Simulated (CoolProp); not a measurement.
R22 at 293.15 K and 0.756 MPa is throttled through a valve to 0.189 MPa with no heat exchange. Each further row changes one setting.

Values from CoolProp's reference Helmholtz-energy equation of state, Kamei 1995.

| case | temperature change (K) | final density (kg/m³) |
|---|---|---|
| as stated | [?] | 7.32 |
| outlet pressure 0.0567 MPa | [?] | [?] |
| outlet pressure 0.246 MPa | [?] | 9.58 |

**Question.** Complete the blanks.

**Answer.** 
- as stated, temperature change (K): -14.8
- outlet pressure 0.0567 MPa, temperature change (K): -18.5
- outlet pressure 0.0567 MPa, final density (kg/m³): 2.17
- outlet pressure 0.246 MPa, temperature change (K): -13.3
